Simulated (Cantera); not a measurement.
## Thermodynamics of silicon nitride deposition, feed SiCl4 + N2

Feed: 1 mol SiCl4, 53 mol N2, equilibrated at 1352 °C.

Method: chemical equilibrium by Gibbs-energy minimisation in Cantera with the NASA 1993 tables (ideal gas, pure condensed phases). Candidate condensed phases: Si, Si3N4; 13 gas species. The tables' values for SiCl3 are old estimates; treat these amounts as uncertain. The numbers say what is thermodynamically allowed, not how fast it happens.

```tsv
P (Pa)	x N2	x Cl	x SiCl4	x SiCl2	x SiCl3	x Cl2	x SiCl
5	0.947	0.0350	5.58e-5	0.0172	0.000642	3.79e-6	6.92e-6
15	0.949	0.0333	0.000418	0.0158	0.00169	1.03e-5	2.23e-6
45	0.954	0.0283	0.00214	0.0125	0.00339	2.22e-5	6.91e-7
140	0.962	0.0196	0.00609	0.00760	0.00446	3.33e-5	1.95e-7
410	0.970	0.0120	0.0102	0.00396	0.00416	3.65e-5	5.67e-8
1200	0.975	0.00687	0.0133	0.00184	0.00325	3.50e-5	1.58e-8
3700	0.978	0.00372	0.0154	0.000765	0.00225	3.17e-5	3.92e-9
11000	0.979	0.00205	0.0167	0.000309	0.00149	2.86e-5	9.66e-10
33000	0.980	0.00113	0.0174	0.000118	0.000943	2.60e-5	2.25e-10
100000	0.981	0.000620	0.0179	4.37e-5	0.000580	2.38e-5	4.98e-11
```
x: gas mole fraction; nothing condenses.

From 0.0375 Torr to 750 Torr nothing is condensed. The main Si-bearing gas is SiCl2 at 0.0375 Torr and SiCl4 at 750 Torr.
